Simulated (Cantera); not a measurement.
Charge: 1 mol FeS2, 14 mol H2, 60 mol N2, at 0.00170 bar.

These are equilibrium values from Cantera (NASA tables, ideal gas, pure condensed phases), not measurements of a reactor. Candidate condensed phases: Fe, FeS, FeS2, S; 16 gas species. FeS: taken at fixed stoichiometry. Kinetics and transport are ignored.

Q: At 1150 °C, list the 7 most abundant gas species with their mole fractions, and the condensed phases.

A: N2 0.806, H2 0.185, S2 0.00507, H2S 0.00292, SH 0.000360, H 6.93e-5, S 2.74e-5. Condensed: FeS(s).
